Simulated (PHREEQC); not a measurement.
Solution (25 °C): 0.03 mol HF and 0.0029 mol NaF per kg of water. Closed to the air; pH follows from the charge balance.

The numbers come from PHREEQC with the ion-association model, phreeqc.dat.

Precipitation was switched off in this run.

Task: Order these F species by the share of F that they hold, largest first: HF2-, HF, F-.

Result: HF (79 %), F- (18 %), HF2- (3.5 %)

The pH is 2.49 and the ionic strength 0.00639 mol/kgw. Complexes and solids missing from the database can't appear.
